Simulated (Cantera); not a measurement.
**NO annealing gas**

An isothermal, constant-pressure homogeneous reactor starts with NO : N2 = 1 : 1.4 (molar parts), at 2025 K and 563 Torr.

Cantera simulation using GRI-Mech 3.0 (53 species, 325 reactions); the numbers are that mechanism's predictions, not measurements.

```csv
t (s),x NO,x NO2,x N2O,x O,x N2,x O2
0.000900,0.416,8.91e-5,7.14e-5,7.34e-5,0.583,6.53e-5
0.00216,0.416,0.000109,8.15e-5,8.83e-5,0.584,0.000323
0.00520,0.414,0.000114,8.15e-5,9.21e-5,0.584,0.001000
0.0125,0.411,0.000124,8.00e-5,9.95e-5,0.586,0.00263
0.0300,0.403,0.000143,7.65e-5,0.000115,0.590,0.00656
0.0721,0.384,0.000176,6.87e-5,0.000146,0.599,0.0159
0.173,0.341,0.000218,5.32e-5,0.000199,0.621,0.0374
0.416,0.255,0.000230,2.91e-5,0.000276,0.664,0.0802
1.00,0.133,0.000157,7.90e-6,0.000357,0.725,0.142
```
x: mole fraction; the columns are a selection and need not sum to one.

Equilibrium at this temperature and pressure: NO 0.00811, NO2 1.14e-5, N2O 3.94e-7, O 0.000424, N2 0.787, O2 0.204 (gas phase only).
